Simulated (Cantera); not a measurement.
# Low-pressure radical oxidation in H2/O2

An isothermal, constant-pressure homogeneous reactor starts with 0.320 % H2, 76.1 % O2, 23.6 % N2, at 1000 K and 240 Pa.

Computed with Cantera and the H2/O2 subset of GRI-Mech 3.0, which has no nitrogen chemistry. Radical loss at walls, strong at low pressure, is not modelled.

```json
[
 {"t (s)": "1.00e-6", "x H2": "0.00320", "x O2": "0.761", "x H": "<1e-12", "x HO2": "<1e-12", "x OH": "<1e-12"},
 {"t (s)": "4.01e-6", "x H2": "0.00320", "x O2": "0.761", "x H": "<1e-12", "x HO2": "<1e-12", "x OH": "<1e-12"},
 {"t (s)": "1.61e-5", "x H2": "0.00320", "x O2": "0.761", "x H": "<1e-12", "x HO2": "<1e-12", "x OH": "<1e-12"},
 {"t (s)": "6.46e-5", "x H2": "0.00320", "x O2": "0.761", "x H": "<1e-12", "x HO2": "<1e-12", "x OH": "<1e-12"},
 {"t (s)": "0.000259", "x H2": "0.00320", "x O2": "0.761", "x H": "<1e-12", "x HO2": "1.10e-12", "x OH": "<1e-12"},
 {"t (s)": "0.00104", "x H2": "0.00320", "x O2": "0.761", "x H": "2.73e-12", "x HO2": "4.42e-12", "x OH": "1.71e-12"},
 {"t (s)": "0.00418", "x H2": "0.00320", "x O2": "0.761", "x H": "5.22e-12", "x HO2": "1.78e-11", "x OH": "1.35e-11"},
 {"t (s)": "0.0168", "x H2": "0.00320", "x O2": "0.761", "x H": "1.51e-11", "x HO2": "7.15e-11", "x OH": "8.75e-11"},
 {"t (s)": "0.0673", "x H2": "0.00320", "x O2": "0.761", "x H": "3.83e-10", "x HO2": "3.02e-10", "x OH": "2.77e-9"},
 {"t (s)": "0.270", "x H2": "0.00227", "x O2": "0.760", "x H": "8.53e-5", "x HO2": "3.01e-7", "x OH": "0.000273"},
 {"t (s)": "1.08", "x H2": "6.06e-6", "x O2": "0.758", "x H": "9.22e-5", "x HO2": "1.52e-7", "x OH": "0.000117"},
 {"t (s)": "4.35", "x H2": "3.49e-6", "x O2": "0.759", "x H": "4.01e-5", "x HO2": "1.18e-7", "x OH": "8.88e-5"},
 {"t (s)": "17.4", "x H2": "8.73e-7", "x O2": "0.760", "x H": "5.07e-6", "x HO2": "5.93e-8", "x OH": "4.47e-5"},
 {"t (s)": "70.0", "x H2": "9.59e-8", "x O2": "0.760", "x H": "1.91e-7", "x HO2": "1.70e-8", "x OH": "1.50e-5"}
]
```
x: mole fraction; the columns are a selection and need not sum to one.

Equilibrium at this temperature and pressure: H2 6.59e-12, O2 0.761, H <1e-12, HO2 9.68e-11, OH 1.29e-7 (gas phase only).
